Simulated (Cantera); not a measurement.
Feed: 1 mol SiH2Cl2, 45 mol NH3, 0.13 mol H2, equilibrated at 898 K and 10.0 mbar.

Equilibrium computed with Cantera from the NASA thermochemical tables; the gas is ideal and each condensed phase is pure. Candidate condensed phases: NH4Cl, Si, Si3N4; 28 gas species. Equilibrium is a limit: real reactors are often held back by kinetics, nucleation or transport.

Question: What is the equilibrium state?

Answer: 
- x(H2): 0.739
- x(N2): 0.239
- x(HCl): 0.0219
- x(NH3): 3.82e-6
- n(Si3N4(s)): 0.333 mol
- gas amount: 91.46 mol
- log10 activity of Si(s) (absent): -6.92
